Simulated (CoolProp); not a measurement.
Model: reference Helmholtz-energy equation of state, Span 1996, in CoolProp.

### Question
Give the vapour pressure (bar), vapour density (kg/m³), enthalpy of vaporisation (kJ/kg), liquid cp (kJ/(kg K)) of saturated carbon dioxide at 251.8, 262.4 K.

### Answer
```tsv
T (K)	p (bar)	vapour density (kg/m³)	enthalpy of vaporisation (kJ/kg)	liquid cp (kJ/(kg K))
251.8	18.9	49.5	285	2.15
262.4	25.9	69.5	261	2.29
```
